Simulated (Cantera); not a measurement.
Feed: 1 mol Si3N4, 3.3 mol CO2, 4 mol N2, 0.12 mol H2O, held at 10000 Pa.

Cantera equilibrium calculation (NASA polynomials, part measured and part estimated; ideal gas, pure solids and liquids). Candidate condensed phases: C, C6H6, C7H8, C8H18, H2O, Si, SiC, SiO2, Si2N2O, Si3N4; 151 gas species. Mutual solubility and eutectic melting of coexisting phases are not modelled. The tables hold silica as quartz up to 1696 K and as liquid above; real silica turns to tridymite and cristobalite and melts near 1996 K. The numbers say what is thermodynamically allowed, not how fast it happens.

**Question.** Which condensed phases are stable at each of these points (T (K)): 1473, 1548, 1623, 1698, 1773, 1848, 1923, 1998, 2073, 2148, 2223?

**Answer.** 
```csv
T (K),condensed phases,Si condensed (%)
1473,SiO2(β-quartz) + Si2N2O(s),100.0
1548,SiO2(β-quartz) + Si2N2O(s),99.9
1623,SiO2(β-quartz) + Si2N2O(s),99.7
1698,SiO2(condensed) + Si2N2O(s),98.3
1773,SiO2(condensed) + Si2N2O(s),92.1
1848,SiO2(condensed) + Si2N2O(s),64.6
1923,SiO2(condensed),14.0
1998,SiO2(l),13.9
2073,SiO2(l),13.7
2148,SiO2(l),13.3
2223,SiO2(l),12.2
```

From 1473 K to 1623 K the condensed part is SiO2(β-quartz) + Si2N2O(s). From 1698 K to 1848 K the condensed part is SiO2(condensed) + Si2N2O(s). At 1923 K the condensed part is SiO2(condensed). From 1998 K to 2223 K the condensed part is SiO2(l).
